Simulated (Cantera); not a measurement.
A closed system holds: 1 mol PbF₂, 0.023 mol HF, 65 mol H₂, equilibrated at 7.40 Pa.

Cantera equilibrium calculation (NASA polynomials, part measured and part estimated; ideal gas, pure solids and liquids). Candidate condensed phases: Pb, PbF₂; 16 gas species. Rates play no part.

Q: Which condensed phases are stable at each of these points (T (°C)): 575, 675, 775, 875, 975, 1075, 1175, 1275, 1375, 1475, 1575, 1675, 1775?

A: 
```json
[
 {"T (°C)": "575", "condensed phases": "Pb(l)", "Pb condensed (%)": "73.2"},
 {"T (°C)": "675", "condensed phases": "gas only", "Pb condensed (%)": "0.0"},
 {"T (°C)": "775", "condensed phases": "gas only", "Pb condensed (%)": "0.0"},
 {"T (°C)": "875", "condensed phases": "gas only", "Pb condensed (%)": "0.0"},
 {"T (°C)": "975", "condensed phases": "gas only", "Pb condensed (%)": "0.0"},
 {"T (°C)": "1075", "condensed phases": "gas only", "Pb condensed (%)": "0.0"},
 {"T (°C)": "1175", "condensed phases": "gas only", "Pb condensed (%)": "0.0"},
 {"T (°C)": "1275", "condensed phases": "gas only", "Pb condensed (%)": "0.0"},
 {"T (°C)": "1375", "condensed phases": "gas only", "Pb condensed (%)": "0.0"},
 {"T (°C)": "1475", "condensed phases": "gas only", "Pb condensed (%)": "0.0"},
 {"T (°C)": "1575", "condensed phases": "gas only", "Pb condensed (%)": "0.0"},
 {"T (°C)": "1675", "condensed phases": "gas only", "Pb condensed (%)": "0.0"},
 {"T (°C)": "1775", "condensed phases": "gas only", "Pb condensed (%)": "0.0"}
]
```

At 575 °C the condensed part is Pb(l). From 675 °C to 1775 °C nothing is condensed.
